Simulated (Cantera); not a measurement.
# Equilibrium for abatement and gas-phase synthesis: HI + H2O + N2

Charge: 1 mol HI, 7.7 mol H2O, 6.6 mol N2, equilibrated at 3.80 bar.

These are equilibrium values from Cantera (NASA tables, ideal gas, pure condensed phases), not measurements of a reactor. Candidate condensed phases: H2O, I2; 27 gas species. Equilibrium is a limit: real reactors are often held back by kinetics, nucleation or transport.

From 2498 K to 2948 K nothing is condensed.

```tsv
T (K)	log p H2O	log p N2	log p H2	log p I	log p OH	log p H	log p O2	log p NO
2498	0.26	0.20	-0.86	-0.65	-1.60	-2.03	-2.22	-2.26
2548	0.25	0.20	-0.84	-0.65	-1.50	-1.93	-2.08	-2.15
2598	0.25	0.20	-0.81	-0.65	-1.41	-1.82	-1.95	-2.05
2648	0.24	0.19	-0.77	-0.65	-1.32	-1.72	-1.84	-1.96
2698	0.23	0.19	-0.74	-0.65	-1.24	-1.62	-1.74	-1.88
2748	0.22	0.19	-0.70	-0.66	-1.16	-1.52	-1.64	-1.80
2798	0.22	0.19	-0.67	-0.66	-1.09	-1.42	-1.56	-1.73
2848	0.20	0.18	-0.63	-0.66	-1.03	-1.33	-1.49	-1.67
2898	0.19	0.18	-0.60	-0.66	-0.96	-1.24	-1.42	-1.61
2948	0.18	0.18	-0.57	-0.66	-0.91	-1.16	-1.36	-1.55
```
log p: log10 of the partial pressure in bar; nothing condenses.
